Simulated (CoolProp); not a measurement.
Vapour-liquid equilibrium of isobutane (1) + R245fa (2) at 374.6 K; x and y are mole fractions of (1).

Computed with CoolProp (multi-fluid Helmholtz-energy mixture model, Bücker 2006 and Akasaka 2015; pair parameters Bell 2016).

**Question.** Give the bubble pressure and the first vapour's composition at x = 0.2, 0.875, 0.95. Is there an azeotrope?

**Answer.** x = 0.2: 1.893 MPa, y = 0.352; x = 0.875: 2.245 MPa, y = 0.840; x = 0.95: 2.141 MPa, y = 0.927. y crosses x between x = 0.65 and 0.725: the model has an azeotrope there.

Pair parameters are fitted to limited data, so mixtures are less certain than the pure fluids.
